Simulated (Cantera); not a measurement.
A perfectly stirred reactor is fed with CH₄ : O₂ : N₂ = 1 : 1.25 : 12.2 (molar parts), at 100000 Pa; it is adiabatic with a 350 K inlet, and is followed from long to short residence time, starting on the burning branch (τ in s: 0.25, 0.075, 0.023, 0.0068, 0.002, 0.00062, 0.00019, 5.6e-05, 1.7e-05).

Model: GRI-Mech 3.0 (53 species, 325 reactions), integrated in Cantera.

Problem. What does this change do: N2 12.2 to 8.6 parts?

Solution. 
```json
[
 {"quantity": "state", "before": "not burning at any residence time tried", "after": "not reached"},
 {"quantity": "x(CH₄) at τ = 0.250 s", "before": "0.0692", "after": "0.0102"},
 {"quantity": "x(O₂) at τ = 0.250 s", "before": "0.0865", "after": "0.00368"},
 {"quantity": "x(CO) at τ = 0.250 s", "before": "<1e-12", "after": "0.0420"},
 {"quantity": "x(H) at τ = 0.250 s", "before": "<1e-12", "after": "1.77e-5"},
 {"quantity": "x(OH) at τ = 0.250 s", "before": "<1e-12", "after": "1.48e-6"},
 {"quantity": "x(CH₄) at τ = 2.00 ms", "before": "0.0692", "after": "0.0922"},
 {"quantity": "x(O₂) at τ = 2.00 ms", "before": "0.0865", "after": "0.115"},
 {"quantity": "x(CO) at τ = 2.00 ms", "before": "<1e-12", "after": "<1e-12"},
 {"quantity": "x(H) at τ = 2.00 ms", "before": "<1e-12", "after": "<1e-12"},
 {"quantity": "x(OH) at τ = 2.00 ms", "before": "<1e-12", "after": "<1e-12"},
 {"quantity": "blow-out, bracketed by the residence times tried", "before": "not reached", "after": "burning at 75.0 ms, out at 23.0 ms"}
]
```
